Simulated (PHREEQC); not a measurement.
Solution (25 °C): 0.036 mol NaH2PO4, 0.0001 mol NaOH and 0.00097 mol NaCl per kg of water. Closed to the air; pH follows from the charge balance.

All values are PHREEQC results (ion-association model, phreeqc.dat), not measurements.

This is a speciation only: nothing precipitates in the calculation.

Problem. Estimate the pH, specific conductance.

Solution. pH 4.72; specific conductance 2730 µS/cm.
